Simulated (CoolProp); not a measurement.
A single-stage vapour-compression cycle with R22: evaporating at 227.15 K (dew point), condensing at 262.15 K (bubble point), superheat 5 K, subcooling 0 K, compressor efficiency 0.7, no pressure losses. Each further row changes one setting.

The numbers come from the reference Helmholtz-energy equation of state, Kamei 1995 in CoolProp.

| case | cooling COP | pressure ratio | discharge temperature (K) | refrigerating effect (kJ/kg) | volumetric capacity (kJ/m³) |
|---|---|---|---|---|---|
| as stated | 3.94 | 4.34 | 317.4 | 201 | 731 |
| evaporating temperature 232.15 K | 4.80 | 3.41 | 308.7 | 203 | 926 |
| condensing temperature 257.15 K | 4.69 | 3.62 | 306.5 | 207 | 752 |
| subcooling 5 K | 4.06 | 4.34 | 317.4 | 207 | 752 |
| superheat 15 K | 3.89 | 4.34 | 329.2 | 207 | 719 |
| compressor efficiency 0.6 | 3.38 | 4.34 | 329.4 | 201 | 731 |
